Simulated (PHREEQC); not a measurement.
Solution A (130 mmol/kgw MnSO4, 2.6 mmol/kgw CuCl2 and 30 mmol/kgw HCl) is mixed with solution B (0.18 mol/kgw HNO3) at 90 °C; shares are by mass of water, 1 kg in all. No oxygen is let in. CO2 from the air is kept out. Only these solids could form: Pyrochroite.

Model: ion-association model, phreeqc.dat, run in PHREEQC.

```
share of solution B    pH  MnSO4 (mol/kgw)  Cu+2 (mol/kgw)  Mn+2 (mol/kgw)
-------------------  ----  ---------------  --------------  --------------
0                    2.42           0.0670         0.00131          0.0609
0.1                  2.15           0.0524         0.00130          0.0626
0.2                  1.92              ___         0.00128          0.0635
0.3                  1.71           0.0267         0.00123          0.0628
0.4                  1.52           0.0171         0.00114          0.0596
0.5                   ___           0.0101             ___          0.0538
0.6                  1.22          0.00554        0.000862          0.0456
0.7                  1.11          0.00270        0.000679          0.0357
0.8                  1.01          0.00105        0.000474          0.0246
0.9                   ___              ___             ___          0.0126
1                    0.85                0               0               0
```

Question: Some entries are withheld; supply them.

Answer: 
- 0.2, MnSO4 (mol/kgw): 0.0387
- 0.5, pH: 1.36
- 0.5, Cu+2 (mol/kgw): 0.00102
- 0.9, pH: 0.93
- 0.9, MnSO4 (mol/kgw): 0.000236
- 0.9, Cu+2 (mol/kgw): 0.000248

Away from 25 °C the constants follow the database's enthalpies or fits; those with neither stay at their 25 °C values.
